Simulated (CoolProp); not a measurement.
The fluid at 293.15 K and 0.281 MPa flows at 0.32 m/s in a round tube of 2 mm bore and 1.5 µm roughness, fully developed (64/Re and Nu = 3.66 if laminar; Colebrook and Gnielinski if turbulent). The same conditions are run with several fluids, on thermodynamics alone (safety and materials aside).

Computed with CoolProp (reference Helmholtz-energy equation of state of each fluid (CH2F2 (R32): Tillner-Roth 1997; normal hydrogen: Leachman 2009; R410A: Lemmon 2003; carbon dioxide: Span 1996; R143a: Lemmon and Jacobsen 2000)). Blends and air are pseudo-pure fits.

| fluid | Reynolds number | Darcy friction factor | pressure drop (Pa/m) | heat-transfer coefficient (W/(m² K)) | mass flow (kg/h) |
|---|---|---|---|---|---|
| CH2F2 (R32) | 303 | 0.211 | 33.7 | 24.6 | 0.0225 |
| normal hydrogen | 16.9 | 3.79 | ? | 336 | 0.000840 |
| R410A | 439 | ? | 32.5 | ? | 0.0315 |
| carbon dioxide | 224 | 0.285 | 37.6 | 29.9 | 0.0186 |
| R143a | 596 | 0.107 | 28.1 | 26.6 | 0.0370 |

### Question
Fill in the missing entries.

### Answer

- normal hydrogen, pressure drop (Pa/m): 22.5
- R410A, Darcy friction factor: 0.146
- R410A, heat-transfer coefficient (W/(m² K)): 24.1

Transport values come from each fluid's own correlations; those of CH2F2 (R32), R143a are estimates that may be off by 10 % or more.
